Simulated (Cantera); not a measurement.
A closed system holds: 1 mol Si₂Cl₆, 52 mol N₂, 11 mol H₂, held at 1825 K and 0.0700 bar.

Method: chemical equilibrium by Gibbs-energy minimisation in Cantera with the NASA 1993 tables (ideal gas, pure condensed phases). Candidate condensed phases: NH₄Cl, Si, Si₃N₄; 28 gas species. The feed counts by its element totals alone. The tables' values for SiCl₃, SiCl are old estimates; treat these amounts as uncertain. Equilibrium is a limit: real reactors are often held back by kinetics, nucleation or transport.

Base state: N₂ 0.786, H₂ 0.142, HCl 0.0499, SiCl₂ 0.0202, H 0.000628, SiCl₃ 0.000320, Cl 0.000168, SiCl 6.55e-5 (mole fractions); condensed: Si₃N₄(s).

Q: What changes in the equilibrium state with this change: pressure from 0.0700 bar to 1.00 bar?

A: 
```
species          before     after
-------------  --------  --------
N₂                0.786     0.785
H₂                0.142     0.132
HCl              0.0499    0.0735
SiCl₂            0.0202   0.00798
Si              2.50e-5   2.98e-7
SiCl            6.55e-5   4.50e-6
SiCl₄           7.80e-6  0.000103
SiHCl₃          5.93e-6   4.94e-5
H              0.000628  0.000160
Si₃N₄(s), mol     0.217     0.474
```
The tables' values for SiCl₃ are old estimates; treat these amounts as uncertain.

Q: What changes in the equilibrium state with this change: Si₂Cl₆ replaced by SiCl₄?

A: 
```csv
species,before,after
N₂,0.786,0.799
H₂,0.142,0.150
HCl,0.0499,0.0385
SiCl₂,0.0202,0.0113
SiCl₃,0.000320,0.000134
SiCl,6.55e-5,4.88e-5
"Si₃N₄(s), mol",0.217,0.0848
```
